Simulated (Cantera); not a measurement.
A closed system holds: 1 mol Ti, 5.3 mol H2O, equilibrated at 16.0 Pa.

Method: chemical equilibrium by Gibbs-energy minimisation in Cantera with the NASA 1993 tables (ideal gas, pure condensed phases). Candidate condensed phases: H2O, Ti, TiO, TiO2, Ti2O3, Ti3O5, Ti4O7; 12 gas species. Condensed phases not in the tables: Magnéli phases beyond Ti4O7. The numbers say what is thermodynamically allowed, not how fast it happens.

Question: What share of the Ti ends up in condensed phases as a function of T (K), at 1000, 1200, 1400, 1600, 1800, 2000, 2200?

Answer: 
```json
[
 {"T (K)": "1000", "Ti condensed (%)": "100.0", "as": "TiO2(rutile)"},
 {"T (K)": "1200", "Ti condensed (%)": "100.0", "as": "TiO2(rutile)"},
 {"T (K)": "1400", "Ti condensed (%)": "100.0", "as": "TiO2(rutile)"},
 {"T (K)": "1600", "Ti condensed (%)": "100.0", "as": "TiO2(rutile)"},
 {"T (K)": "1800", "Ti condensed (%)": "100.0", "as": "TiO2(rutile)"},
 {"T (K)": "2000", "Ti condensed (%)": "99.2", "as": "TiO2(rutile)"},
 {"T (K)": "2200", "Ti condensed (%)": "78.5", "as": "Ti4O7(l)"}
]
```
